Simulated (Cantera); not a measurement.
What does this Cantera script print?

```python
import numpy as np
import cantera as ct

gas_names = [...]  # 87 gases of nasa_gas.yaml made of C, H, Si
cond_names = """
    C(gr) C6H6(L) C7H8(L) C8H18(L),n-octa Si(cr) Si(L) SiC(b)
""".split()


# ... load() reads the species with a 1 bar reference pressure and builds the phases ...
atoms = {
    'Si(CH3)4': {'Si': 1, 'C': 4, 'H': 12},
    'CH4': {'C': 1, 'H': 4},
    'H2': {'H': 2},
}
top_T = {'C(gr)': 4500, 'SiC(b)': 3050}  # K; cautious upper limits of use, not melting points


# ... equilibrate(T, P, feed) seeds the gas with the atoms and calls Mixture.equilibrate('TP', solver="vcs", rtol=1e-11, max_steps=5000) ...
results = []
feed = {'Si(CH3)4': 1, 'CH4': 0.062, 'H2': 2.4}  # mol
P = 100000  # Pa
for T in [1025, 1125, 1225, 1325, 1425, 1525, 1625, 1725, 1825, 1925, 2025, 2125]:
    mix = equilibrate(T, P, feed)
    results.append((T, P, feed, dict(zip(mix.species_names, mix.species_moles))))

top = {s: max(r[3][s] / sum(r[3][g] for g in gas_names) for r in results) for s in gas_names}
cols = sorted((s for s in top if top[s] > 0.0001), key=lambda s: -top[s])[:5]
seen = [c for c in cond_names if any(r[3].get(c, 0) > 1e-12 for r in results)]
print("log10 of partial pressures in bar; condensed amounts in mol")
print(f"{'T/K':>10s}" + "".join(f"{s[:9]:>10s}" for s in cols + seen))
for T, P, feed, n in results:
    ng = sum(n[g] for g in gas_names)
    print(f"{T:10.4g}" + "".join(f"{np.log10(max(n[s] / ng * P / 1e5, 1e-99)):10.3f}" for s in cols)
          + "".join(f"{n.get(c, 0):10.4g}" for c in seen))
```

Output:

```
log10 of partial pressures in bar; condensed amounts in mol
       T/K        H2       CH4         H C2H2,acet     C(gr)    SiC(b)
      1025    -0.029    -1.191    -8.375    -8.685     2.547         1
      1125    -0.012    -1.564    -7.358    -7.651     2.835         1
      1225    -0.006    -1.893    -6.509    -6.795     2.954         1
      1325    -0.003    -2.179    -5.788    -6.073     3.006         1
      1425    -0.002    -2.427    -5.167    -5.454      3.03         1
      1525    -0.001    -2.644    -4.627    -4.919     3.042         1
      1625    -0.001    -2.834    -4.152    -4.450     3.049         1
      1725    -0.001    -3.002    -3.731    -4.036     3.052         1
      1825    -0.001    -3.151    -3.356    -3.669     3.052         1
      1925    -0.001    -3.284    -3.020    -3.340      3.05         1
      2025    -0.001    -3.403    -2.716    -3.045     3.043    0.9999
      2125    -0.002    -3.512    -2.441    -2.778     3.031    0.9996
```

Cantera equilibrium calculation (NASA polynomials, part measured and part estimated; ideal gas, pure solids and liquids). Gases not in the tables: Si2H6 and higher silanes.
